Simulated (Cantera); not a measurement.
Feed: 1 mol Cu2O, 6.7 mol C, 0.37 mol CO, held at 71.0 mbar.

Cantera equilibrium calculation (NASA polynomials, part measured and part estimated; ideal gas, pure solids and liquids). Candidate condensed phases: C, Cu, CuO, Cu2O; 15 gas species. The numbers say what is thermodynamically allowed, not how fast it happens.

log p: log10 of the partial pressure in bar; n: condensed amount in mol.

```
T (K)  log p CO    log p Cu   log p Cu2   log p CO2  n C(graphite)  n Cu(l)
-----  --------  ----------  ----------  ----------  -------------  -------
1525      -1.15       -4.91       -8.24       -5.57           5.70     2.00
1625      -1.15       -4.24       -7.33       -5.92           5.70     2.00
1725      -1.15  (withheld)  (withheld)  (withheld)           5.70     2.00
1825      -1.15  (withheld)  (withheld)  (withheld)           5.70     1.99
1925      -1.16       -2.68       -5.18       -6.75           5.70     1.96
2025      -1.18       -2.27       -4.61       -7.01           5.70     1.89
2125      -1.24       -1.89       -4.10       -7.31           5.70     1.69
2225      -1.37       -1.55       -3.64       -7.75           5.70     1.09
2325      -1.54       -1.38       -3.50       -8.24           5.70        0
2425      -1.54       -1.38       -3.68       -8.38           5.70        0
```

**Question.** What belongs in the gaps?

**Answer.** 
- 1725, log p Cu: -3.66
- 1725, log p Cu2: -6.52
- 1725, log p CO2: -6.22
- 1825, log p Cu: -3.14
- 1825, log p Cu2: -5.81
- 1825, log p CO2: -6.50
